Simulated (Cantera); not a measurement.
A perfectly stirred reactor is fed with CH4 : H2O : H2 = 1 : 2.6 : 0.087 (molar parts), at 0.510 bar; it is held at 2150 K, and followed from long to short residence time.

Cantera simulation using GRI-Mech 3.0 (53 species, 325 reactions); the numbers are that mechanism's predictions, not measurements.

x: mole fraction; the columns are a selection and need not sum to one.

```json
[
 {"τ (s)": "15", "x CH4": "1.35e-5", "x H2O": "0.265", "x H2": "0.554", "x H": "0.00440", "x OH": "0.000271", "x CH2": "[?]"},
 {"τ (s)": "6.6", "x CH4": "3.12e-5", "x H2O": "0.265", "x H2": "0.554", "x H": "0.00436", "x OH": "0.000269", "x CH2": "[?]"},
 {"τ (s)": "2.9", "x CH4": "7.30e-5", "x H2O": "0.266", "x H2": "0.554", "x H": "0.00429", "x OH": "0.000265", "x CH2": "[?]"},
 {"τ (s)": "1.3", "x CH4": "0.000168", "x H2O": "0.266", "x H2": "0.554", "x H": "0.00421", "x OH": "0.000260", "x CH2": "[?]"},
 {"τ (s)": "0.56", "x CH4": "0.000397", "x H2O": "0.266", "x H2": "0.554", "x H": "0.00413", "x OH": "0.000256", "x CH2": "[?]"},
 {"τ (s)": "0.24", "x CH4": "0.000902", "x H2O": "0.267", "x H2": "0.553", "x H": "0.00406", "x OH": "0.000253", "x CH2": "[?]"},
 {"τ (s)": "0.11", "x CH4": "0.00182", "x H2O": "0.270", "x H2": "0.550", "x H": "0.00402", "x OH": "0.000254", "x CH2": "[?]"},
 {"τ (s)": "0.047", "x CH4": "0.00360", "x H2O": "0.276", "x H2": "0.544", "x H": "0.00395", "x OH": "0.000259", "x CH2": "[?]"},
 {"τ (s)": "0.021", "x CH4": "0.00636", "x H2O": "0.290", "x H2": "0.531", "x H": "0.00386", "x OH": "0.000272", "x CH2": "[?]"},
 {"τ (s)": "0.0090", "x CH4": "0.0106", "x H2O": "0.318", "x H2": "0.507", "x H": "0.00370", "x OH": "0.000298", "x CH2": "[?]"}
]
```

What belongs in the gaps?


- 15, x CH2: 2.11e-8
- 6.6, x CH2: 4.81e-8
- 2.9, x CH2: 1.09e-7
- 1.3, x CH2: 2.43e-7
- 0.56, x CH2: 5.54e-7
- 0.24, x CH2: 1.23e-6
- 0.11, x CH2: 2.45e-6
- 0.047, x CH2: 4.84e-6
- 0.021, x CH2: 8.55e-6
- 0.0090, x CH2: 1.44e-5
